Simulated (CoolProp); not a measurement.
Saturation properties of p-xylene.

Values from CoolProp's reference Helmholtz-energy equation of state, Zhou 2012.

```json
[
 {"T (°C)": "82.65", "p (bar)": "0.1729", "vapour density (kg/m³)": "0.6292", "surface tension (mN/m)": "21.8"},
 {"T (°C)": "100.15", "p (bar)": "0.3225", "vapour density (kg/m³)": "1.127", "surface tension (mN/m)": "…"},
 {"T (°C)": "117.75", "p (bar)": "0.5650", "vapour density (kg/m³)": "1.906", "surface tension (mN/m)": "18.3"},
 {"T (°C)": "135.25", "p (bar)": "0.9327", "vapour density (kg/m³)": "3.052", "surface tension (mN/m)": "16.6"},
 {"T (°C)": "152.85", "p (bar)": "1.472", "vapour density (kg/m³)": "4.696", "surface tension (mN/m)": "14.9"},
 {"T (°C)": "170.35", "p (bar)": "2.222", "vapour density (kg/m³)": "6.956", "surface tension (mN/m)": "13.3"},
 {"T (°C)": "187.85", "p (bar)": "3.239", "vapour density (kg/m³)": "…", "surface tension (mN/m)": "11.7"},
 {"T (°C)": "205.45", "p (bar)": "4.586", "vapour density (kg/m³)": "…", "surface tension (mN/m)": "10.1"},
 {"T (°C)": "222.95", "p (bar)": "6.312", "vapour density (kg/m³)": "19.42", "surface tension (mN/m)": "8.56"},
 {"T (°C)": "240.55", "p (bar)": "…", "vapour density (kg/m³)": "26.45", "surface tension (mN/m)": "7.06"},
 {"T (°C)": "258.05", "p (bar)": "11.21", "vapour density (kg/m³)": "35.67", "surface tension (mN/m)": "5.63"},
 {"T (°C)": "275.55", "p (bar)": "14.53", "vapour density (kg/m³)": "48.03", "surface tension (mN/m)": "…"},
 {"T (°C)": "293.15", "p (bar)": "18.59", "vapour density (kg/m³)": "65.30", "surface tension (mN/m)": "2.95"},
 {"T (°C)": "310.65", "p (bar)": "23.47", "vapour density (kg/m³)": "90.83", "surface tension (mN/m)": "1.75"},
 {"T (°C)": "328.25", "p (bar)": "29.40", "vapour density (kg/m³)": "135.5", "surface tension (mN/m)": "0.678"}
]
```

Q: What belongs in the gaps?

A: 
- 100.15, surface tension (mN/m): 20.1
- 187.85, vapour density (kg/m³): 10.01
- 205.45, vapour density (kg/m³): 14.08
- 240.55, p (bar): 8.503
- 275.55, surface tension (mN/m): 4.26

It boils at 138.3 °C under 1 atm.

Surface tension comes from a separate correlation (Mulero 2014).
